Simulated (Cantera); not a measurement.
# Premixed flame

A freely propagating, adiabatic, planar premixed flame of 46.9 % H2, 11.2 % O2, 42.0 % N2, equivalence ratio 2.1, unburnt at 475 K and 0.340 bar; mixture-averaged transport, grid criteria slope 0.08 and curve 0.16, no radiation.

Model: the H2/O2 subset of GRI-Mech 3.0, which has no nitrogen chemistry, integrated in Cantera. Burning velocities carry a grid error of a few per cent, more on coarse grids.

```tsv
z (mm)	T (K)	u (m/s)	x H2	x O2	x H2O2	x HO2	x OH	x H2O
-5.12	475	5.39	0.469	0.112	<1e-8	<1e-8	<1e-8	<1e-8
-3.41	475	5.39	0.469	0.112	<1e-8	<1e-8	<1e-8	<1e-8
-2.56	475	5.39	0.469	0.112	<1e-8	<1e-8	<1e-8	<1e-8
-1.71	475	5.39	0.469	0.112	<1e-8	1.58e-7	<1e-8	2.63e-8
-0.853	493	5.57	0.466	0.112	3.81e-6	0.000143	6.42e-5	0.000744
-0.426	715	7.91	0.435	0.105	6.92e-6	7.48e-5	0.000468	0.0192
0	1117	12.0	0.322	0.0657	5.45e-7	2.64e-5	0.00165	0.106
0.426	1372	14.7	0.227	0.0115	3.28e-7	4.48e-6	0.00281	0.210
0.853	1471	15.7	0.215	0.00163	2.25e-7	6.00e-7	0.00294	0.231
1.71	1572	16.6	0.222	0.000565	1.86e-7	1.96e-7	0.00338	0.234
3.41	1686	17.7	0.232	0.000430	1.29e-7	1.41e-7	0.00370	0.236
6.82	1801	18.7	0.242	0.000292	7.47e-8	9.51e-8	0.00368	0.239
13.6	1907	19.6	0.251	0.000170	3.88e-8	5.88e-8	0.00328	0.242
```
x: mole fraction of selected species; z is measured from the peak of heat release.

```yaml
laminar_burning_velocity: 539 cm/s
thermal_thickness: 1.71 mm
peak x(H2O2): 9.88e-6
peak x(HO2): 0.000152
peak x(OH): 0.00374
grid_points: 148
```
